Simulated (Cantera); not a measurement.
**Gas-phase reforming**

An isothermal, constant-pressure homogeneous reactor starts with CH₄ : H₂O = 1 : 0.58 (molar parts), at 1850 K and 1.01 bar.

Model: GRI-Mech 3.0 (53 species, 325 reactions), integrated in Cantera. GRI-Mech 3.0 stops at C3 and has no aromatics, soot or wall deposition, so with more carbon than oxygen in the feed, carbon stays in small species such as C2H2 where larger ones or solid carbon would form.

```csv
t (s),x CH₄,x H₂O,x O,x OH,x CH₂CO
2.00e-5,0.623,0.366,2.61e-9,1.01e-5,1.08e-9
4.92e-5,0.598,0.363,6.24e-9,1.60e-5,1.02e-7
0.000121,0.516,0.349,8.31e-9,1.92e-5,5.12e-6
0.000298,0.377,0.315,4.92e-9,1.61e-5,4.56e-5
0.000734,0.243,0.279,3.00e-9,1.37e-5,8.50e-5
0.00181,0.138,0.249,2.23e-9,1.23e-5,9.64e-5
0.00445,0.0694,0.224,1.93e-9,1.14e-5,9.49e-5
0.0110,0.0364,0.194,1.77e-9,1.02e-5,8.16e-5
0.0270,0.0251,0.152,1.48e-9,7.87e-6,5.62e-5
0.0664,0.0193,0.0981,1.02e-9,4.86e-6,2.91e-5
0.163,0.0134,0.0469,5.34e-10,2.23e-6,1.09e-5
0.402,0.00880,0.0132,1.61e-10,6.13e-7,2.69e-6
0.990,0.00676,0.00106,1.33e-11,4.88e-8,4.74e-7
2.44,0.00656,4.58e-6,<1e-12,2.11e-10,2.98e-7
6.00,0.00656,1.71e-6,<1e-12,7.88e-11,2.98e-7
```
x: mole fraction; the columns are a selection and need not sum to one.

Equilibrium at this temperature and pressure: CH₄ 0.00656, H₂O 1.72e-6, O <1e-12, OH 7.92e-11, CH₂CO 2.98e-7 (gas phase only).
